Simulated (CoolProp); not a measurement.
The fluid at 292.84 K and 2.63 MPa (liquid) is heated at constant pressure to 351.5 K. The same conditions are run with several fluids, on thermodynamics alone (safety and materials aside).

The numbers come from the reference Helmholtz-energy equation of state of each fluid (n-pentane: Thol 2019; ammonia: Gao 2020; R11: Jacobsen 1992; decamethyltetrasiloxane (MD2M): Thol 2017; cyclohexane: Zhou 2014) in CoolProp.

Problem. Rank n-pentane, ammonia, R11, decamethyltetrasiloxane (MD2M), cyclohexane by heat (kJ/kg), highest first.

Solution. ammonia (1270), n-pentane (142), cyclohexane (115), decamethyltetrasiloxane (MD2M) (104), R11 (52.9)

| fluid | final phase | final density (kg/m³) |
|---|---|---|
| n-pentane | liquid | 569 |
| ammonia | gas | 18.4 |
| R11 | liquid | 1350 |
| decamethyltetrasiloxane (MD2M) | liquid | 800 |
| cyclohexane | liquid | 725 |
